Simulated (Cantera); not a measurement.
Charge: 1 mol V, 0.87 mol N₂O, equilibrated at 527 °C and 52.0 Pa.

These are equilibrium values from Cantera (NASA tables, ideal gas, pure condensed phases), not measurements of a reactor. Candidate condensed phases: V, VN, VO, V₂O₃, V₂O₄, V₂O₅; 13 gas species. VN: taken at fixed stoichiometry. Condensed phases not in the tables: the oxides between V₂O₃ and V₂O₅ other than VO₂, V₂N. Rates play no part.

What is the equilibrium state?


```
Item                                     Value
----------------------------------  ----------
x(N₂)                                     1.00
n(VN(s))                             0.420 mol
n(V₂O₃(s))                           0.290 mol
gas amount                          0.6600 mol
log10 activity of V(s) (absent)          -8.02
log10 activity of V₂O₅(s) (absent)      -20.59
```
